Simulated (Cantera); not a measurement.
What does this Cantera script print?

```python
import numpy as np
import cantera as ct

gas = ct.Solution("gri30.yaml")
gas.TPX = 1548, 2500000, {'CH4': 1, 'C2H6': 0.15, 'C3H8': 0.033, 'O2': 6.9, 'N2': 25.9}
reactor = ct.IdealGasReactor(gas, energy="on", clone=False)
net = ct.ReactorNet([reactor])
net.rtol, net.atol = 1e-08, 1e-16
show = ['CH4', 'C2H6', 'C3H8', 'H2O2', 'C2H', 'O2', 'HCO']
times = np.geomspace(1e-06, 2, 16)

steps = ct.SolutionArray(gas, extra=["t"])
rows = []
print(f"{'t/s':>10s}{'T/K':>9s}{'P/Pa':>11s}" + "".join(f"{s:>11s}" for s in show))
for t in times:
    while net.time < t:
        t_next = net.step()
        steps.append(gas.state, t=t_next)
    rows.append([np.interp(t, steps.t, y) for y in (steps.T, steps.P, *steps(*show).X.T)])
    print(f"{t:10.3e}{rows[-1][0]:9.1f}{rows[-1][1]:11.4g}" + "".join(f"{x:11.3e}" for x in rows[-1][2:]))
rate = np.gradient(steps.T, steps.t)
print("integrator steps:", len(steps.t))
if steps.T.max() > steps.T[0] + 200:
    print(f"time of steepest temperature rise: {steps.t[rate.argmax()]:.4e} s")
gas.TPX = 1548, 2500000, {'CH4': 1, 'C2H6': 0.15, 'C3H8': 0.033, 'O2': 6.9, 'N2': 25.9}
gas.equilibrate("UV")
print(f"equilibrium (UV): T = {gas.T:.1f} K  " + "  ".join(f"{s} {gas[s].X[0]:.3e}" for s in show))
```

Output:

```
       t/s      T/K       P/Pa        CH4       C2H6       C3H8       H2O2        C2H         O2        HCO
 1.000e-06   1547.7    2.5e+06  2.941e-02  4.387e-03  9.553e-04  2.992e-07  3.225e-16  2.030e-01  2.936e-10
 2.631e-06   1547.9    2.5e+06  2.929e-02  4.296e-03  9.177e-04  2.422e-06  4.687e-14  2.028e-01  8.368e-09
 6.920e-06   1565.2  2.531e+06  2.740e-02  3.452e-03  6.700e-04  2.417e-05  3.823e-11  2.003e-01  5.060e-07
 1.821e-05   2554.0   4.15e+06  2.569e-14  3.744e-26  6.296e-39  1.290e-06  6.527e-19  1.223e-01  8.840e-10
 4.789e-05   2562.0  4.161e+06  5.015e-16  1.410e-29  1.371e-43  1.313e-06  6.267e-21  1.217e-01  4.046e-10
 1.260e-04   2559.2  4.156e+06  7.478e-19  1.233e-34  5.476e-50  1.302e-06  9.479e-25  1.212e-01  3.949e-10
 3.314e-04   2552.7  4.145e+06  6.700e-19  7.932e-35  2.426e-50  1.277e-06  5.657e-25  1.199e-01  3.730e-10
 8.719e-04   2540.3  4.125e+06  5.759e-19  6.027e-35  1.544e-50  1.231e-06  4.136e-25  1.175e-01  3.345e-10
 2.294e-03   2525.9  4.101e+06  4.811e-19  4.347e-35  9.612e-51  1.180e-06  2.863e-25  1.147e-01  2.945e-10
 6.034e-03   2520.0  4.091e+06  4.464e-19  3.796e-35  7.896e-51  1.159e-06  2.460e-25  1.136e-01  2.795e-10
 1.587e-02   2519.7  4.091e+06  4.448e-19  3.771e-35  7.820e-51  1.158e-06  2.442e-25  1.136e-01  2.787e-10
 4.176e-02   2519.7  4.091e+06  4.448e-19  3.771e-35  7.820e-51  1.158e-06  2.442e-25  1.136e-01  2.787e-10
 1.099e-01   2519.7  4.091e+06  4.448e-19  3.771e-35  7.820e-51  1.158e-06  2.442e-25  1.136e-01  2.787e-10
 2.890e-01   2519.7  4.091e+06  4.448e-19  3.771e-35  7.820e-51  1.158e-06  2.442e-25  1.136e-01  2.787e-10
 7.603e-01   2519.7  4.091e+06  4.448e-19  3.771e-35  7.820e-51  1.158e-06  2.442e-25  1.136e-01  2.787e-10
 2.000e+00   2519.7  4.091e+06  4.448e-19  3.771e-35  7.820e-51  1.158e-06  2.442e-25  1.136e-01  2.787e-10
integrator steps: 1672
time of steepest temperature rise: 1.3350e-05 s
equilibrium (UV): T = 2519.7 K  CH4 6.470e-19  C2H6 6.393e-35  C3H8 1.416e-50  H2O2 1.158e-06  C2H 2.717e-25  O2 1.136e-01  HCO 2.787e-10
```

Detailed kinetics in Cantera: GRI-Mech 3.0 (53 species, 325 reactions). The pressure lies above the range GRI-Mech 3.0 was tuned for (to about 10 atm).
